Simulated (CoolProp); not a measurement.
The numbers come from the reference Helmholtz-energy equation of state, de Reuck 1990 in CoolProp.

Problem. Give the vapour pressure (MPa), liquid density (kg/m³), vapour density (kg/m³) of saturated fluorine at -166.95 °C.

Solution. 
| T (°C) | p (MPa) | liquid density (kg/m³) | vapour density (kg/m³) |
|---|---|---|---|
| -166.95 | 0.685 | 1340 | 33.6 |
